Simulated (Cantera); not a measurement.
## Hydrocarbon pyrolysis for carbon deposition

A perfectly stirred reactor is fed with CH4 : H2 = 1 : 2.7 (molar parts), at 0.210 Torr; it is held at 1950 K, and followed from long to short residence time.

Model: GRI-Mech 3.0 (53 species, 325 reactions), integrated in Cantera. GRI-Mech 3.0 stops at C3 and has no aromatics, soot or wall deposition, so with more carbon than oxygen in the feed, carbon stays in small species such as C2H2 where larger ones or solid carbon would form. Radical loss at walls, strong at low pressure, is not modelled.

| τ (s) | x CH4 | x H2 | x CH3 | x H | x C2H6 |
|---|---|---|---|---|---|
| 18 | 0.0171 | 0.877 | 0.00212 | 0.00551 | 8.56e-7 |
| 3.5 | 0.0498 | 0.857 | 0.00466 | 0.00410 | 5.13e-6 |
| 0.71 | 0.117 | 0.815 | 0.00853 | 0.00310 | 1.96e-5 |
| 0.14 | 0.224 | 0.751 | 0.00922 | 0.00163 | 2.82e-5 |
| 0.029 | 0.267 | 0.730 | 0.00243 | 0.000348 | 2.40e-6 |
| 0.0058 | 0.270 | 0.730 | 0.000479 | 7.42e-5 | 7.39e-8 |
| 0.0012 | 0.270 | 0.730 | 9.41e-5 | 2.05e-5 | 1.09e-9 |
x: mole fraction; the columns are a selection and need not sum to one.
